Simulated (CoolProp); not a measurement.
Cyclopentane along the isotherm 470.5 K: density (kg/m³) from the reference equation and from simpler models built on Tc = 511.7 K, pc = 4.583 MPa, ω = 0.202; each cubic takes its own stable root.

Computed with CoolProp (reference Helmholtz-energy equation of state, Gedanitz 2015).

```tsv
p (MPa)	phase	reference
0.00725	gas	0.1301
0.0122	gas	0.2190
0.0206	gas	0.3701
0.0348	gas	0.6261
0.0588	gas	1.060
0.0992	gas	1.797
0.167	gas	3.046
0.282	gas	5.207
0.477	gas	9.002
0.805	gas	15.81
1.36	gas	28.86
2.29	gas	58.61
```

Problem. How far does each simpler model (van der Waals, Redlich-Kwong, Soave-Redlich-Kwong, Peng-Robinson) lie from the reference over these 12 states: mean and median of the absolute difference, and the worst?

Solution. 
- van der Waals: mean 1.5 %, median 0.3 %, worst -9.5 % at 470.5 K and 2.29 MPa
- Redlich-Kwong: mean 0.6 %, median 0.1 %, worst -4.0 % at 470.5 K and 2.29 MPa
- Soave-Redlich-Kwong: mean 0.4 %, median 0.1 %, worst -2.5 % at 470.5 K and 2.29 MPa
- Peng-Robinson: mean 0.1 %, median 0.1 %, worst +0.6 % at 470.5 K and 1.36 MPa
